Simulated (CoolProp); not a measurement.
Vapour-liquid equilibrium of R125 (1) + cyclopropane (2) at 1.44 MPa; x and y are mole fractions of (1).

Computed with CoolProp (multi-fluid Helmholtz-energy mixture model, Lemmon 2005 and Polt 1992; pair parameters Bell 2016). This equation is an older, rougher fit; its heat capacities, sound speeds and derivatives of the liquid may be far off and weren't checked against measurements.

```tsv
x	bubble temperature (K)	y at the bubble point	dew temperature at overall composition x (K)	liquid density (mol/L)
0.05	319.4	0.154	[?]	13.50
0.125	[?]	0.307	320.7	[?]
0.2	308.0	0.406	317.3	12.91
0.275	305.1	0.473	314.0	[?]
0.35	303.0	0.525	310.5	12.19
0.425	301.5	0.569	307.2	[?]
0.5	[?]	0.610	304.0	11.51
0.575	299.5	0.650	301.3	11.20
0.65	298.9	[?]	299.5	10.92
0.725	298.5	0.742	298.6	10.66
0.8	298.4	0.798	298.4	10.42
0.875	298.6	[?]	298.7	10.19
0.95	299.2	0.941	299.3	9.969
```

Q: Fill in the missing entries.

A: 
- 0.05, dew temperature at overall composition x (K): 323.9
- 0.125, bubble temperature (K): 312.5
- 0.125, liquid density (mol/L): 13.24
- 0.275, liquid density (mol/L): 12.55
- 0.425, liquid density (mol/L): 11.84
- 0.5, bubble temperature (K): 300.4
- 0.65, y at the bubble point: 0.694
- 0.875, y at the bubble point: 0.863

y crosses x between x = 0.725 and 0.8: the model has an azeotrope there.

The pair parameters rest on a limited set of measurements; away from them the model extrapolates.
